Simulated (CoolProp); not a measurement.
Vapour-liquid equilibrium of n-butane (1) + cis-2-butene (2) at 0.471 MPa; x and y are mole fractions of (1).

Computed with CoolProp (multi-fluid Helmholtz-energy mixture model, Bücker 2006 and Lemmon 2005; pair parameters Bell 2016).

```json
[
 {"x": "0.05", "bubble temperature, mixture model (°C)": "51.6", "bubble temperature, Raoult's law (°C)": "51.8", "y, mixture model": "0.058", "y, Raoult's law": "0.055"},
 {"x": "0.125", "bubble temperature, mixture model (°C)": "51.1", "bubble temperature, Raoult's law (°C)": "51.5", "y, mixture model": "0.141", "y, Raoult's law": "0.137"},
 {"x": "0.2", "bubble temperature, mixture model (°C)": "50.7", "bubble temperature, Raoult's law (°C)": "51.2", "y, mixture model": "0.221", "y, Raoult's law": "0.217"},
 {"x": "0.275", "bubble temperature, mixture model (°C)": "50.3", "bubble temperature, Raoult's law (°C)": "50.9", "y, mixture model": "0.299", "y, Raoult's law": "0.296"},
 {"x": "0.35", "bubble temperature, mixture model (°C)": "49.9", "bubble temperature, Raoult's law (°C)": "50.6", "y, mixture model": "0.374", "y, Raoult's law": "0.374"},
 {"x": "0.425", "bubble temperature, mixture model (°C)": "49.6", "bubble temperature, Raoult's law (°C)": "50.3", "y, mixture model": "0.448", "y, Raoult's law": "0.451"},
 {"x": "0.5", "bubble temperature, mixture model (°C)": "49.3", "bubble temperature, Raoult's law (°C)": "50.0", "y, mixture model": "0.521", "y, Raoult's law": "0.526"},
 {"x": "0.575", "bubble temperature, mixture model (°C)": "49.1", "bubble temperature, Raoult's law (°C)": "49.7", "y, mixture model": "0.593", "y, Raoult's law": "0.601"},
 {"x": "0.65", "bubble temperature, mixture model (°C)": "48.9", "bubble temperature, Raoult's law (°C)": "49.4", "y, mixture model": "0.665", "y, Raoult's law": "0.674"},
 {"x": "0.725", "bubble temperature, mixture model (°C)": "48.7", "bubble temperature, Raoult's law (°C)": "49.1", "y, mixture model": "0.737", "y, Raoult's law": "0.746"},
 {"x": "0.8", "bubble temperature, mixture model (°C)": "48.5", "bubble temperature, Raoult's law (°C)": "48.8", "y, mixture model": "0.809", "y, Raoult's law": "0.816"},
 {"x": "0.875", "bubble temperature, mixture model (°C)": "48.3", "bubble temperature, Raoult's law (°C)": "48.5", "y, mixture model": "0.880", "y, Raoult's law": "0.886"},
 {"x": "0.95", "bubble temperature, mixture model (°C)": "48.2", "bubble temperature, Raoult's law (°C)": "48.2", "y, mixture model": "0.952", "y, Raoult's law": "0.955"}
]
```

The largest gap from Raoult's law is -0.7 K in bubble temperature, at x = 0.425. No azeotrope shows between x = 0.05 and 0.95.

Pair parameters are fitted to limited data, so mixtures are less certain than the pure fluids.
